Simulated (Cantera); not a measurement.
## NO annealing gas

An isothermal, constant-pressure homogeneous reactor starts with 45.5 % NO, 54.5 % N2, at 1900 K and 0.420 bar.

Cantera simulation using GRI-Mech 3.0 (53 species, 325 reactions); the numbers are that mechanism's predictions, not measurements.

```json
[
 {"t (s)": "4.00e-5", "x NO": "0.455", "x NO2": "2.67e-7", "x N2O": "1.86e-6", "x O": "1.63e-6", "x N2": "0.545", "x O2": "6.00e-9"},
 {"t (s)": "0.000119", "x NO": "0.455", "x NO2": "1.87e-6", "x N2O": "5.44e-6", "x O": "3.89e-6", "x N2": "0.545", "x O2": "4.81e-8"},
 {"t (s)": "0.000356", "x NO": "0.455", "x NO2": "9.81e-6", "x N2O": "1.53e-5", "x O": "8.14e-6", "x N2": "0.545", "x O2": "4.03e-7"},
 {"t (s)": "0.00106", "x NO": "0.454", "x NO2": "3.71e-5", "x N2O": "3.85e-5", "x O": "1.86e-5", "x N2": "0.545", "x O2": "4.76e-6"},
 {"t (s)": "0.00317", "x NO": "0.454", "x NO2": "8.68e-5", "x N2O": "7.29e-5", "x O": "3.60e-5", "x N2": "0.546", "x O2": "6.30e-5"},
 {"t (s)": "0.00948", "x NO": "0.453", "x NO2": "0.000103", "x N2O": "8.87e-5", "x O": "4.17e-5", "x N2": "0.546", "x O2": "0.000380"},
 {"t (s)": "0.0283", "x NO": "0.451", "x NO2": "0.000110", "x N2O": "8.83e-5", "x O": "4.44e-5", "x N2": "0.547", "x O2": "0.00138"},
 {"t (s)": "0.0844", "x NO": "0.445", "x NO2": "0.000128", "x N2O": "8.56e-5", "x O": "5.11e-5", "x N2": "0.550", "x O2": "0.00435"},
 {"t (s)": "0.252", "x NO": "0.428", "x NO2": "0.000166", "x N2O": "7.81e-5", "x O": "6.70e-5", "x N2": "0.559", "x O2": "0.0131"},
 {"t (s)": "0.752", "x NO": "0.379", "x NO2": "0.000223", "x N2O": "6.00e-5", "x O": "9.81e-5", "x N2": "0.583", "x O2": "0.0375"},
 {"t (s)": "2.24", "x NO": "0.268", "x NO2": "0.000240", "x N2O": "2.90e-5", "x O": "0.000146", "x N2": "0.639", "x O2": "0.0931"},
 {"t (s)": "6.70", "x NO": "0.112", "x NO2": "0.000135", "x N2O": "5.06e-6", "x O": "0.000193", "x N2": "0.717", "x O2": "0.171"},
 {"t (s)": "20.0", "x NO": "0.0226", "x NO2": "3.06e-5", "x N2O": "3.92e-7", "x O": "0.000215", "x N2": "0.761", "x O2": "0.216"}
]
```
x: mole fraction; the columns are a selection and need not sum to one.

Equilibrium at this temperature and pressure: NO 0.00588, NO2 8.09e-6, N2O 2.14e-7, O 0.000219, N2 0.770, O2 0.224 (gas phase only).
